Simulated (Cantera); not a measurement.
Input (Python, Cantera):

```python
import numpy as np
import cantera as ct

gas = ct.Solution("gri30.yaml")


def delay(T, t_max=10):
    gas.TPX = T, 101325, {'CO': 1, 'H2': 0.43, 'O2': 0.511, 'N2': 2.66, 'H2O': 0.032}
    reactor = ct.IdealGasReactor(gas, clone=False)
    net = ct.ReactorNet([reactor])
    net.rtol, net.atol = 1e-8, 1e-16
    while net.time < t_max:
        t_old, T_old = net.time, reactor.T
        net.step()
        if reactor.T > T + 400:  # ignition: a rise of 400 K
            return t_old + (T + 400 - T_old) / (reactor.T - T_old) * (net.time - t_old)
    return np.nan


taus = []
for T in [1100, 1150, 1200, 1250, 1300, 1350, 1400, 1450]:
    taus.append(delay(T))
    print(f"T0 = {T:6g} K   tau = {taus[-1]:.4e} s")
```

Result:

```
T0 =   1100 K   tau = 1.4145e-04 s
T0 =   1150 K   tau = 1.0075e-04 s
T0 =   1200 K   tau = 7.6975e-05 s
T0 =   1250 K   tau = 6.1770e-05 s
T0 =   1300 K   tau = 5.1499e-05 s
T0 =   1350 K   tau = 4.4325e-05 s
T0 =   1400 K   tau = 3.9223e-05 s
T0 =   1450 K   tau = 3.5586e-05 s
```

Detailed kinetics in Cantera: GRI-Mech 3.0 (53 species, 325 reactions). Where the delays flatten at high temperature, the 400 K rule measures the pace of heat release, not the induction time.
